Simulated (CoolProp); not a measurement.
Aqueous calcium chloride as a coolant, 25 % by mass, freezing at -29.0 °C, 1 atm.

Computed with CoolProp (Melinder's fits for secondary coolants).

| T (°C) | conductivity (W/(m K)) | cp (kJ/(kg K)) | Prandtl number | viscosity (mPa s) |
|---|---|---|---|---|
| -26.9 | 0.501 | 2.777 | 57.9 | 10.4 |
| -18.8 | 0.513 | 2.807 | 41.3 | 7.54 |
| -10.8 | 0.524 | 2.834 | 30.7 | 5.68 |
| -2.7 | 0.536 | 2.860 | 23.5 | 4.41 |
| 5.4 | 0.547 | 2.885 | 18.6 | 3.53 |
| 13.4 | 0.558 | 2.907 | 15.1 | 2.90 |
| 21.5 | 0.570 | 2.928 | 12.5 | 2.42 |
| 29.5 | 0.581 | 2.947 | 10.5 | 2.06 |
| 37.6 | 0.593 | 2.965 | 8.87 | 1.77 |
